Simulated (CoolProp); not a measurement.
Vapour-liquid equilibrium of CF4 (R14) (1) + ethane (2) at 0.657 MPa; x and y are mole fractions of (1).

Values from CoolProp's multi-fluid Helmholtz-energy mixture model, Platzer 1990 and Bücker 2006; pair parameters Bell 2016. This equation is an older, rougher fit; its heat capacities, sound speeds and derivatives of the liquid may be far off and weren't checked against measurements.

```tsv
x	bubble temperature (°C)	y at the bubble point	dew temperature at overall composition x (°C)	liquid density (mol/L)
0.05	-65.3	0.522	-46.6	16.88
0.15	-82.7	0.787	-50.0	17.34
0.25	-87.4	0.836	-53.6	17.24
0.35	-88.8	0.851	-57.5	17.00
0.45	-89.4	0.858	-61.8	16.73
0.55	-90.0	0.866	-66.8	16.49
0.65	-90.8	0.879	-72.5	16.28
0.75	-91.8	0.899	-79.6	16.13
0.85	-93.0	0.929	-88.7	16.04
0.95	-94.1	0.972	-93.6	15.99
```

No azeotrope shows between x = 0.05 and 0.95.

The pair parameters rest on a limited set of measurements; away from them the model extrapolates. With so large a gap from Raoult's law the liquid may split in two, which this calculation doesn't test in full.
